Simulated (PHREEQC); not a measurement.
Consider water at 20 °C with 0.019 mol NaOH, 0.00011 mol CO2 and 0.023 mol (CH3)4NCl per kg of water. Closed to the air; pH follows from the charge balance.

Model: ion-association model, phreeqc.dat, run in PHREEQC.

This is a speciation only: nothing precipitates in the calculation.

Q: Predict the pH.

A: pH 12.36.

Q: In which forms is C present?

A: CO3-2 88 %, NaCO3- 12 %, HCO3- 0.5 % of the C.

(CH3)4N+ isn't in the database: it is added as a free cation with an ion size of 4 Å.
